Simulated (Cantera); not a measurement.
Input: 1 mol SiH2Cl2, 10 mol H2, 0.078 mol CH4, held at 1798.15 K and 0.0133 bar.

Equilibrium computed with Cantera from the NASA thermochemical tables; the gas is ideal and each condensed phase is pure. Candidate condensed phases: C, C6H6, C7H8, C8H18, Si, SiC; 109 gas species. Mutual solubility and eutectic melting of coexisting phases are not modelled. The tables' values for SiCl, SiCl3 are old estimates; treat these amounts as uncertain. Gases not in the tables: Si2H6 and higher silanes. Equilibrium is a limit: real reactors are often held back by kinetics, nucleation or transport.

Base state: H2 0.866, HCl 0.0965, SiCl2 0.0333, H 0.00284, SiCl 0.000243, Cl 0.000242, Si 0.000232, SiCl3 0.000203 (mole fractions); condensed: Si(l) + SiC(s).

Task: What changes in the equilibrium state with this change: SiH2Cl2 replaced by Si(CH3)4?

Result: 
| species | before | after |
|---|---|---|
| H2 | 0.866 | 0.997 |
| H | 0.00284 | 0.00305 |
| C2H2 (acetylene) | 8.54e-8 | 0.000172 |
| HCl | 0.0965 | 0 |
| SiCl2 | 0.0333 | 0 |
| Si | 0.000232 | 5.54e-6 |
| SiCl | 0.000243 | 0 |
| Cl | 0.000242 | 0 |
| SiCl3 | 0.000203 | 0 |
| Si(l), mol | 0.507 | 0 |
| SiC(s), mol | 0.0780 | 1.000 |
| C(graphite), mol | 0 | 3.07 |
